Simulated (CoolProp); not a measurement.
n-perfluorohexane along the isobar 0.101 MPa: density (kg/m³) from the reference equation and from simpler models built on Tc = 448.0 K, pc = 1.742 MPa, ω = 0.497; each cubic takes its own stable root.

Values from CoolProp's reference Helmholtz-energy equation of state, Gao 2022.

| T (K) | phase | reference | Redlich-Kwong | Soave-Redlich-Kwong |
|---|---|---|---|---|
| 222.6 | liquid | 1887 | … | 1613 |
| 234.7 | liquid | … | 1516 | 1592 |
| 246.8 | liquid | 1820 | 1488 | 1570 |
| 258.9 | liquid | 1787 | 1460 | 1546 |
| 271 | liquid | 1753 | 1429 | 1520 |
| 283.1 | liquid | … | 1397 | 1493 |
| 295.2 | liquid | 1685 | 1363 | 1463 |
| 307.3 | liquid | … | 14.20 | 1431 |
| 319.4 | liquid | 1613 | 13.58 | 1395 |
| 331.5 | gas | 13.20 | 13.01 | … |
| 343.6 | gas | 12.63 | 12.49 | 12.60 |
| 355.7 | gas | 12.12 | 12.01 | 12.10 |
| 367.8 | gas | 11.65 | 11.57 | 11.64 |
| 379.9 | gas | 11.23 | 11.17 | 11.22 |
| 392 | gas | 10.84 | 10.79 | … |
| 404.1 | gas | 10.47 | … | 10.47 |

Question: Complete the blanks.

Answer: 
- 222.6, Redlich-Kwong: 1542
- 234.7, reference: 1854
- 283.1, reference: 1719
- 307.3, reference: 1649
- 331.5, Soave-Redlich-Kwong: 13.15
- 392, Soave-Redlich-Kwong: 10.83
- 404.1, Redlich-Kwong: 10.44

At some of these states Redlich-Kwong gives the other phase, because its saturation line lies elsewhere.
